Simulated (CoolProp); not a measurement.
Saturation properties of n-nonane.

Computed with CoolProp (reference Helmholtz-energy equation of state, Lemmon 2006). It is a short technical equation, of lower accuracy than the large ones.

| T (K) | p (bar) | liquid density (kg/m³) | enthalpy of vaporisation (kJ/kg) | vapour Z | liquid viscosity (µPa s) |
|---|---|---|---|---|---|
| 273.4 | 0.001025 | 733.5 | 376.9 | 0.9997 | 936 |
| 288.1 | 0.003000 | 721.9 | 368.4 | 0.9993 | 748 |
| 302.8 | 0.007740 | 710.3 | 359.9 | 0.9984 | 616 |
| 317.6 | 0.01805 | 698.6 | 351.5 | 0.9970 | 519 |
| 332.3 | 0.03819 | 686.9 | 343.2 | 0.9946 | 445 |
| 347.1 | 0.07510 | 674.9 | 334.9 | 0.9911 | 387 |
| 361.8 | 0.1374 | 662.9 | 326.5 | 0.9861 | 340 |
| 376.6 | 0.2382 | 650.5 | 317.9 | 0.9792 | 300 |
| 391.3 | 0.3911 | 638.0 | 309.1 | 0.9703 | 267 |

It boils at 423.9 K under 1 atm.

Viscosity comes from a separate model (Huber 2004).
